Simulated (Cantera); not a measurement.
Charge: 1 mol C2F6, 7.9 mol H2, equilibrated at 2625 K and 1.30 Pa.

These are equilibrium values from Cantera (NASA tables, ideal gas, pure condensed phases), not measurements of a reactor. The feed counts by its element totals alone. Equilibrium is a limit: real reactors are often held back by kinetics, nucleation or transport.

```csv
species,before,after
H,0.629,0.608
HF,0.191,0.262
F,0.120,0.0713
C,0.0291,0.0178
C3,0.0211,0.0275
C2H2 (acetylene),9.98e-6,4.75e-5
C5,2.07e-5,5.74e-5
H2,0.00285,0.00636
C2H,0.000203,0.000419
C4,9.38e-6,1.78e-5
CF,0.00250,0.00217
```
Gas species are given as mole fractions.

Problem. What was changed between the two runs?
A) pressure from 1.30 Pa to 3.10 Pa
B) temperature from 2625 K to 1123.15 K
C) H2 from 7.9 to 0.94 mol
D) temperature from 2625 K to 1048 K

Solution. A, pressure from 1.30 Pa to 3.10 Pa
